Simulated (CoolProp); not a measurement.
Properties of oxygen at several states (Tc = 154.6 K, pc = 50.46 bar, ω = 0.022).

Model: reference Helmholtz-energy equation of state, Schmidt 1985, in CoolProp. Above 300 K oxygen's equation is extrapolated.

| T (K) | p (bar) | phase | density (kg/m³) | cv (kJ/(kg K)) | expansivity (1/kK) | Prandtl number | fugacity coefficient |
|---|---|---|---|---|---|---|---|
| 84 | 31.2 | liquid | 1177 | 0.9591 | (withheld) | 2.46 | 0.01787 |
| 233.9 | 0.147 | gas | 0.2419 | 0.6517 | 4.279 | 0.727 | 0.9997 |
| 984.9 | 0.224 | gas | 0.08753 | 0.8279 | 1.015 | (withheld) | 1.000 |
| 59.8 | 1.33 | liquid | 1283 | (withheld) | (withheld) | 5.03 | 0.005217 |
| 268.2 | 292 | supercritical | 447.8 | (withheld) | (withheld) | 0.997 | (withheld) |

Task: Some entries are withheld; supply them.

Result: 
- 84, expansivity (1/kK): 3.988
- 984.9, Prandtl number: 0.748
- 59.8, cv (kJ/(kg K)): 1.091
- 59.8, expansivity (1/kK): 3.423
- 268.2, cv (kJ/(kg K)): 0.7182
- 268.2, expansivity (1/kK): 5.646
- 268.2, fugacity coefficient: 0.8187

Viscosity comes from a separate model (Lemmon 2004). Thermal conductivity comes from a separate model (Lemmon 2004).
